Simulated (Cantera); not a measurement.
A closed system holds: 1 mol CH3F, 0.014 mol F2, equilibrated at 2127 °C and 0.0150 bar.

Equilibrium computed with Cantera from the NASA thermochemical tables; the gas is ideal and each condensed phase is pure. Kinetics and transport are ignored.

| species | before | after |
|---|---|---|
| H | 0.0845 | 0.414 |
| HF | 0.489 | 0.391 |
| H2 | 0.424 | 0.166 |
| C5 | 1.24e-8 | 0.000133 |
| C4 | 2.67e-9 | 2.48e-5 |
| C2 | 5.91e-7 | 0.000916 |
| C3 | 6.54e-6 | 0.00915 |
| C | 2.65e-6 | 0.00162 |
| CF | 3.68e-6 | 0.000518 |
| C(graphite), mol | 0.987 | 0.855 |
Gas species are given as mole fractions.

What was changed between the two runs?
A) F2 from 0.014 to 2.4 mol
B) pressure from 0.0150 bar to 1.00 bar
C) F2 from 0.014 to 0.53 mol
D) temperature from 2127 °C to 2652 °C

D, temperature from 2127 °C to 2652 °C
